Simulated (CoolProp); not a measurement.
R404A along the isotherm 393.2 K: Z from the reference equation and from simpler models built on Tc = 345.3 K, pc = 3.735 MPa, ω = 0.293; each cubic takes its own stable root.

Computed with CoolProp (reference Helmholtz-energy equation of state, Lemmon 2003). It is a pseudo-pure fit of the blend.

| p (MPa) | phase | reference |
|---|---|---|
| 0.0177 | gas | 0.9989 |
| 0.0315 | gas | 0.9981 |
| 0.056 | gas | 0.9966 |
| 0.0996 | gas | 0.9939 |
| 0.177 | gas | 0.9891 |
| 0.315 | gas | 0.9805 |
| 0.56 | gas | 0.9651 |
| 0.996 | gas | 0.9371 |
| 1.77 | gas | 0.8857 |
| 3.15 | gas | 0.7879 |
| 5.6 | supercritical | 0.5975 |

Task: How far does each simpler model (van der Waals, Redlich-Kwong, Soave-Redlich-Kwong, Peng-Robinson) lie from the reference over these 11 states: mean and median of the absolute difference, and the worst?

Result: 
- van der Waals: mean 1.2 %, median 0.1 %, worst -11.3 % at 393.2 K and 5.6 MPa
- Redlich-Kwong: mean 0.5 %, median 0.0 %, worst -3.6 % at 393.2 K and 5.6 MPa
- Soave-Redlich-Kwong: mean 1.0 %, median 0.1 %, worst +7.2 % at 393.2 K and 5.6 MPa
- Peng-Robinson: mean 0.4 %, median 0.1 %, worst +1.7 % at 393.2 K and 5.6 MPa
